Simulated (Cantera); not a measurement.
An adiabatic, constant-volume homogeneous reactor starts with CH₄ : CO : O₂ : N₂ : H₂O = 1 : 0.058 : 6.15 : 23.1 : 6.7 (molar parts), at 1275 K and 23.0 bar.

Computed with Cantera and GRI-Mech 3.0 (53 species, 325 reactions). The pressure lies above the range GRI-Mech 3.0 was tuned for (to about 10 atm).

Predict: time of steepest temperature rise; temperature at 2.00 s; equilibrium temperature; x(CO) at 2.00 s; x(O₂) at 2.00 s; x(H₂O) at 2.00 s; x(H₂O₂) at 2.00 s.


| Quantity | Value |
|---|---|
| time of steepest temperature rise | 0.752 ms |
| temperature at 2.00 s | 1975 K |
| equilibrium temperature | 1975 K |
| x(CO) at 2.00 s | 1.57e-5 (gas-phase equilibrium 1.56e-5) |
| x(O₂) at 2.00 s | 0.109 (gas-phase equilibrium 0.109) |
| x(H₂O) at 2.00 s | 0.235 (gas-phase equilibrium 0.235) |
| x(H₂O₂) at 2.00 s | 7.90e-7 (gas-phase equilibrium 7.89e-7) |
